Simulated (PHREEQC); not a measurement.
A PHREEQC input (ion-association model, phreeqc.dat):

```
SOLUTION 1
  temp 75
  units mgL
  pH 5.98
  pe 11.8
  Na 0.276
  K 6.23
  Ca 8.76
  Mg 2.22
  Cl 17.4
  S(6) 8.38 as SO4
  Alkalinity 8.24 as HCO3
  Cd 0.0409
  Pb 0.219
END
USE solution 1
EQUILIBRIUM_PHASES 1
  Gypsum 0 0
  CO2(g) -2.5 10
END
```

It stops with these messages:

```
ERROR: Calculations terminating due to input errors.
```

The fault: a unit that the program doesn't know. The line should read `units mg/L` where the input has `units mgL`. With the mend the run ends at pH 6.80 and ionic strength 0.00117 mol/kgw.
